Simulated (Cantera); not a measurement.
A closed system holds: 1 mol c-C₄F₈, 1.8 mol H₂, equilibrated at 1330 Pa.

Method: chemical equilibrium by Gibbs-energy minimisation in Cantera with the NASA 1993 tables (ideal gas, pure condensed phases). Candidate condensed phases: C, C₆H₆, C₇H₈, C₈H₁₈; 95 gas species. The feed counts by its element totals alone. Gases not in the tables: C₂F₆ and larger saturated fluorocarbons. Rates play no part. All values below are at 950 K.

Base state: HF 0.766, CF₄ 0.234 (mole fractions); condensed: C(graphite).

Q: What changes in the equilibrium state with this change: H₂ from 1.8 to 0.2 mol?

A: 
| species | before | after |
|---|---|---|
| CF₄ | 0.234 | 0.826 |
| HF | 0.766 | 0.174 |
| C(graphite), mol | 2.90 | 2.10 |
